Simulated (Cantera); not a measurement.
# Moist CO burnout

An isothermal, constant-pressure homogeneous reactor starts with 0.973 % CO, 1.36 % O2, 0.331 % H2O, 97.3 % N2, at 1225 K and 0.227 atm.

Cantera simulation using GRI-Mech 3.0 (53 species, 325 reactions); the numbers are that mechanism's predictions, not measurements.

| t (s) | x CO | x O2 | x H2O | x CO2 | x NO2 | x N2O | x HO2 |
|---|---|---|---|---|---|---|---|
| 1.00e-5 | 0.00973 | 0.0136 | 0.00331 | 2.22e-11 | <1e-12 | <1e-12 | <1e-12 |
| 3.53e-5 | 0.00973 | 0.0136 | 0.00331 | 7.85e-11 | <1e-12 | <1e-12 | <1e-12 |
| 0.000125 | 0.00973 | 0.0136 | 0.00331 | 2.78e-10 | <1e-12 | <1e-12 | <1e-12 |
| 0.000440 | 0.00973 | 0.0136 | 0.00331 | 1.02e-9 | <1e-12 | <1e-12 | 4.10e-12 |
| 0.00155 | 0.00973 | 0.0136 | 0.00331 | 5.00e-9 | <1e-12 | <1e-12 | 5.50e-11 |
| 0.00548 | 0.00973 | 0.0136 | 0.00331 | 1.46e-7 | <1e-12 | 3.42e-12 | 3.92e-9 |
| 0.0193 | 0.00821 | 0.0126 | 0.00307 | 0.00153 | 4.97e-12 | 4.30e-8 | 7.63e-7 |
| 0.0682 | 0.000475 | 0.00897 | 0.00321 | 0.00930 | 3.61e-10 | 1.07e-7 | 5.07e-7 |
| 0.241 | 3.42e-5 | 0.00881 | 0.00331 | 0.00975 | 2.53e-9 | 1.68e-7 | 1.38e-7 |
| 0.850 | 2.62e-6 | 0.00880 | 0.00332 | 0.00978 | 5.20e-9 | 1.84e-7 | 1.82e-8 |
| 3.00 | 2.06e-7 | 0.00880 | 0.00332 | 0.00978 | 3.78e-9 | 1.55e-7 | 2.24e-9 |
x: mole fraction; the columns are a selection and need not sum to one.

Equilibrium at this temperature and pressure: CO 6.80e-9, O2 0.00878, H2O 0.00333, CO2 0.00978, NO2 7.93e-8, N2O 1.99e-9, HO2 2.06e-10 (gas phase only).
